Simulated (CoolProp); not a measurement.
A Linde-Hampson liquefier for ethylene: isothermal reversible compression at 320 K from 1 atm to 30 MPa, throttling to 1 atm, return gas leaving the recuperator 10 K below the feed. Each further row changes one setting.

Values from CoolProp's reference Helmholtz-energy equation of state, Smukala 2000.

| case | liquid yield per pass | compression work (kJ/kg of gas) |
|---|---|---|
| as stated | [?] | 444 |
| high pressure 60 MPa | 0.396 | 513 |
| warm-end temperature 350 K | 0.342 | [?] |
| warm-end gap 15 K | [?] | 444 |

Q: Complete the blanks.

A: 
- as stated, liquid yield per pass: 0.416
- warm-end temperature 350 K, compression work (kJ/kg of gas): 512
- warm-end gap 15 K, liquid yield per pass: 0.409
